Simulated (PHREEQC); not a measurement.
1 kg of water holding 0.35 mol/kgw NaHCO3 meets 20 L of dry gas (CO2 1 by moles) at fixed total pressure, at 25 °C; fugacities by Peng-Robinson. The gases take part in no redox reaction, some water evaporates into the gas, and hydrates or a liquid gas phase aren't modelled. No solid was allowed to form.

Equilibrium calculation in PHREEQC: Pitzer model, pitzer.dat.

```tsv
P (atm)	dissolved CO2 (all carbonate carbon) (mol/kgw)	φ of CO2	pH
1	0.380	0.994	7.22
2	0.412	0.989	6.92
3	0.443	0.983	6.74
5	0.505	0.972	6.53
7.5	0.579	0.959	6.36
10	0.651	0.945	6.24
15	0.787	0.919	6.08
20	0.915	0.892	5.97
30	1.14	0.840	5.82
40	1.33	0.789	5.73
```
